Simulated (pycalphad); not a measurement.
## Effect of Cu content in Si-Cu

CALPHAD calculation (pycalphad, COST 507 light-alloy database (1999)), 1 atm. The data set is of 1999 and partly superseded. Amounts are mole fractions of atoms.

### Question
One of these alloys has its liquidus at 1587 K, its solidus at 1074 K, and holds DIAMOND_A4 0.78, CU19SI6_ETA 0.22 at 750 K. Which?
A) Si-16.88Cu (at.%)
B) Si-33.76Cu (at.%)
C) Si-6.33Cu (at.%)
D) Si-12.66Cu (at.%)
E) Si-8.44Cu (at.%)
F) Si-4.22Cu (at.%)

### Answer
A, Si-16.88Cu (at.%). The others: Si-4.22Cu (at.%), liquidus 1666, solidus 1074; Si-6.33Cu (at.%), liquidus 1654, solidus 1074; Si-8.44Cu (at.%), liquidus 1641, solidus 1074; Si-12.66Cu (at.%), liquidus 1615, solidus 1074; Si-33.76Cu (at.%), liquidus 1467, solidus 1074

Database names, with the compositions (at.%) that they take in these runs: CU19SI6_ETA: Cu 76 Si 24. DIAMOND_A4 is diamond (Si).
